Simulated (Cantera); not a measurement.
**Titanium nitride, carbide and oxide coatings: Ti(OiPr)4 + O2 + H2**

A closed system holds: 1 mol Ti(OiPr)4, 0.6 mol O2, a varied amount of H2, equilibrated at 100000 Pa.

These are equilibrium values from Cantera (NASA tables, ideal gas, pure condensed phases), not measurements of a reactor. Candidate condensed phases: C, C6H6, C7H8, C8H18, H2O, Ti, TiC, TiO, TiO2, Ti2O3, Ti3O5, Ti4O7; 113 gas species. The feed counts by its element totals alone. Mutual solubility and eutectic melting of coexisting phases are not modelled. TiC: taken at fixed stoichiometry. Condensed phases not in the tables: Magnéli phases beyond Ti4O7. The numbers say what is thermodynamically allowed, not how fast it happens.

Stable condensed phases:

```
T in K \ n(H2) in mol
         1.6 2.4 3.7 5.8   9  14  21  33  51  79 120
   2223    A   A   A   A   A   A   A   A   A   A   A
   2123    A   A   A   A   A   A   A   A   A   A   A
   2023    A   A   A   A   A   A   A   A   A   A   A
   1923    A   A   A   A   A   A   A   A   A   A   A
   1823    A   A   A   A   A   A   A   A   A   A   A
   1723    A   A   A   A   A   A   A   A   A   A   A
   1623    A   A   A   A   A   A   A   A   A   A   A
   1523    A   A   A   A   A   A   A   A   A   A   A
   1423    B   B   B   B   B   B   B   C   A   A   A
   1323    D   D   D   D   D   D   B   B   B   B   B
   1223    E   E   E   E   E   E   E   D   D   D   D
   1123    E   E   E   E   E   E   E   E   E   E   E
   1023    E   E   E   E   E   E   E   E   E   E   E
```

A: C + TiC; B: C + Ti3O5; C: C + TiC + Ti3O5; D: C + Ti4O7; E: C + TiO2.
